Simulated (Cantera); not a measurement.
## Low-pressure radical oxidation in H2/O2

A perfectly stirred reactor is fed with 23.6 % H2, 69.4 % O2, 6.94 % N2, equivalence ratio 0.17, at 2670 Pa; it is held at 1273 K, and followed from long to short residence time.

Computed with Cantera and GRI-Mech 3.0 (53 species, 325 reactions). Radical loss at walls, strong at low pressure, is not modelled. The temperature is held fixed by assumption; the heat of reaction is taken as removed at once.

| τ (s) | x H2 | x O2 | x H | x NO2 | x HO2 | x OH | x O |
|---|---|---|---|---|---|---|---|
| 4.0 | 0.000183 | 0.653 | 5.02e-5 | 3.85e-11 | 2.82e-6 | 0.00133 | 0.000567 |
| 1.2 | 0.000402 | 0.652 | 0.000169 | 2.41e-11 | 4.97e-6 | 0.00198 | 0.00127 |
| 0.36 | 0.000874 | 0.650 | 0.000561 | 2.00e-11 | 7.95e-6 | 0.00296 | 0.00283 |
| 0.11 | 0.00185 | 0.647 | 0.00181 | 1.96e-11 | 1.13e-5 | 0.00439 | 0.00613 |
| 0.032 | 0.00395 | 0.639 | 0.00592 | 1.95e-11 | 1.43e-5 | 0.00652 | 0.0134 |
| 0.0097 | 0.00782 | 0.625 | 0.0171 | 1.77e-11 | 1.59e-5 | 0.00923 | 0.0267 |
| 0.0029 | 0.0143 | 0.603 | 0.0404 | 1.22e-11 | 1.56e-5 | 0.0121 | 0.0459 |
| 0.00087 | 0.0247 | 0.587 | 0.0654 | 5.11e-12 | 1.44e-5 | 0.0144 | 0.0589 |
| 0.00026 | 0.0482 | 0.593 | 0.0742 | 1.20e-12 | 1.31e-5 | 0.0163 | 0.0543 |
x: mole fraction; the columns are a selection and need not sum to one.
